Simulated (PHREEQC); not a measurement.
**Alkaline etch or developer: speciation**

A solution holds 0.15 mol/kgw KOH and 0.01 mol/kgw Na2SiO3, at 25 °C. Closed to the air; pH follows from the charge balance.

Model: ion-association model, phreeqc.dat, run in PHREEQC.

Each row changes one thing in this solution. Precipitation was switched off in this run.

| case | pH | ionic strength (mol/kgw) | H2SiO4-2 (mol/kgw) | H3SiO4- (mol/kgw) | H4SiO4 (mol/kgw) | SI of Quartz (SiO2) |
|---|---|---|---|---|---|---|
| as made | 13.04 | 0.176 | 0.00627 | 0.00373 | 1.61e-6 | -1.79 |
| diluted 2-fold with water | 12.78 | 0.0872 | 0.00220 | 0.00280 | 2.44e-6 | -1.62 |
| 0.0018 mol/kgw H2SO4 added | 13.03 | 0.177 | 0.00621 | 0.00379 | 1.68e-6 | -1.77 |
| KOH from 0.15 to 0.225 mol/kgw | 13.19 | 0.252 | 0.00722 | 0.00278 | 8.00e-7 | -2.08 |
| temperature from 25 to 30 °C | 12.88 | 0.176 | 0.00615 | 0.00385 | 2.04e-6 | -1.76 |
| diluted 10-fold with water | 12.14 | 0.0171 | 0.000118 | 0.000878 | 3.79e-6 | -1.44 |
